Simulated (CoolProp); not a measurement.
The numbers come from the reference Helmholtz-energy equation of state, de Reuck 1990 in CoolProp.

**Question.** For fluorine, give the phase and the Z, cp (kJ/(kg K)), cv (kJ/(kg K)), speed of sound (m/s) at 164.4 K and 1.31 MPa; 164.4 K and 2.62 MPa.

**Answer.** 
- 164.4 K and 1.31 MPa: gas; Z 0.943, cp 0.858, cv 0.577, speed of sound 218
- 164.4 K and 2.62 MPa: gas; Z 0.881, cp 0.973, cv 0.601, speed of sound 211
